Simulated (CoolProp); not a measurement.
Vapour pressure (MPa) of CH2F2 (R32): the reference equation beside estimates from Tc = 351.3 K, pc = 5.783 MPa, ω = 0.277. Clausius-Clapeyron is anchored at 238.2 K with a constant enthalpy of vaporisation of 18.88 kJ/mol.

The numbers come from the reference Helmholtz-energy equation of state, Tillner-Roth 1997 in CoolProp.

```
T (K)  reference  Clausius-Clapeyron  Soave-Redlich-Kwong
-----  ---------  ------------------  -------------------
189.8    0.01469             0.01952              0.01358
201.9    0.03335             0.03998                  ___
214      0.06809                 ___              0.06574
226.1        ___              0.1332               0.1250
238.2     0.2219              0.2219               0.2203
250.3     0.3639              0.3517               0.3649
262.4        ___              0.5344               0.5735
274.5     0.8488              0.7825               0.8625
286.7      1.228               1.113                1.253
298.8      1.719               1.533                1.757
310.9      2.345                 ___                2.397
323        3.130               2.709                3.194
335.1      4.104               3.492                4.168
```

Q: What belongs in the gaps?

A: 
- 201.9, Soave-Redlich-Kwong: 0.03158
- 214, Clausius-Clapeyron: 0.07551
- 226.1, reference: 0.1274
- 262.4, reference: 0.5676
- 310.9, Clausius-Clapeyron: 2.061

Absolute difference from the reference over all 13 rows, mean and median: Clausius-Clapeyron 11.2 and 10.8 %, Soave-Redlich-Kwong 2.5 and 2.0 %.
